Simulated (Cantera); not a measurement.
**NiS + H2 + N2 (hydrogen reduction and annealing atmospheres)**

Input: 1 mol NiS, 27 mol H2, 0.64 mol N2, held at 1.33 mbar.

Method: chemical equilibrium by Gibbs-energy minimisation in Cantera with the NASA 1993 tables (ideal gas, pure condensed phases). Candidate condensed phases: Ni, NiS, NiS2, Ni3S2, Ni3S4, S; 17 gas species. Metal and sulfide melt together well below either melting point, which pure phases cannot show. Mutual solubility and eutectic melting of coexisting phases are not modelled. Gases not in the tables: S3 to S7. Equilibrium is a limit: real reactors are often held back by kinetics, nucleation or transport.

```json
[
 {"T (K)": "1073", "x H2": "0.965", "x N2": "0.0232", "x S2": "2.74e-5", "x H2S": "0.0120", "x H": "3.77e-7", "x Ni": "2.78e-11", "n Ni3S2(l)": "0.333", "n Ni(s)": "0", "n Ni(l)": "0"},
 {"T (K)": "1173", "x H2": "0.965", "x N2": "0.0232", "x S2": "0.000147", "x H2S": "0.0117", "x H": "3.17e-6", "x Ni": "2.02e-9", "n Ni3S2(l)": "0.333", "n Ni(s)": "0", "n Ni(l)": "0"},
 {"T (K)": "1273", "x H2": "0.965", "x N2": "0.0231", "x S2": "0.000538", "x H2S": "0.0108", "x H": "1.92e-5", "x Ni": "7.62e-8", "n Ni3S2(l)": "0.333", "n Ni(s)": "0", "n Ni(l)": "0"},
 {"T (K)": "1373", "x H2": "0.965", "x N2": "0.0231", "x S2": "0.00154", "x H2S": "0.00984", "x H": "8.96e-5", "x Ni": "1.69e-6", "n Ni3S2(l)": "0.316", "n Ni(s)": "0.0519", "n Ni(l)": "0"},
 {"T (K)": "1473", "x H2": "0.958", "x N2": "0.0230", "x S2": "0.00613", "x H2S": "0.0114", "x H": "0.000339", "x Ni": "2.08e-5", "n Ni3S2(l)": "0.155", "n Ni(s)": "0.535", "n Ni(l)": "0"},
 {"T (K)": "1573", "x H2": "0.952", "x N2": "0.0228", "x S2": "0.0117", "x H2S": "0.00973", "x H": "0.00109", "x Ni": "0.000184", "n Ni3S2(l)": "0", "n Ni(s)": "0.992", "n Ni(l)": "0"},
 {"T (K)": "1673", "x H2": "0.950", "x N2": "0.0227", "x S2": "0.0123", "x H2S": "0.00659", "x H": "0.00304", "x Ni": "0.00125", "n Ni3S2(l)": "0", "n Ni(s)": "0.955", "n Ni(l)": "0"},
 {"T (K)": "1773", "x H2": "0.940", "x N2": "0.0225", "x S2": "0.0119", "x H2S": "0.00444", "x H": "0.00755", "x Ni": "0.00660", "n Ni3S2(l)": "0", "n Ni(s)": "0", "n Ni(l)": "0.785"}
]
```
x: gas mole fraction; n: condensed amount in mol.

From 1073 K to 1273 K the condensed part is Ni3S2(l). From 1373 K to 1473 K the condensed part is Ni(s) + Ni3S2(l). From 1573 K to 1673 K the condensed part is Ni(s). At 1773 K the condensed part is Ni(l).
